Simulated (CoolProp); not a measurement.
Vapour-liquid equilibrium of CHF3 (R23) (1) + R227EA (2) at 241.5 K; x and y are mole fractions of (1).

Computed with CoolProp (multi-fluid Helmholtz-energy mixture model, Penoncello 2003 and Lemmon 2016; pair parameters Bell 2016).

```csv
x,bubble pressure (MPa),y at the bubble point,dew pressure at overall composition x (MPa),liquid density (mol/L)
0.05,?,?,0.05226,9.636
0.2,0.2373,0.817,0.06173,?
0.35,?,0.900,0.07534,11.37
0.5,0.5153,0.937,0.09655,12.42
0.65,0.6396,0.960,0.1342,13.65
0.8,0.7638,0.977,0.2200,15.11
0.95,0.9010,0.994,0.5806,16.87
```

### Question
What belongs in the gaps?

### Answer

- 0.05, bubble pressure (MPa): 0.09376
- 0.05, y at the bubble point: 0.484
- 0.2, liquid density (mol/L): 10.45
- 0.35, bubble pressure (MPa): 0.3815

No azeotrope shows between x = 0.05 and 0.95.

The pair parameters rest on a limited set of measurements; away from them the model extrapolates. The gap from Raoult's law changes sign with composition, which may be real or a fault of the pair parameters; it wasn't checked against measurements.
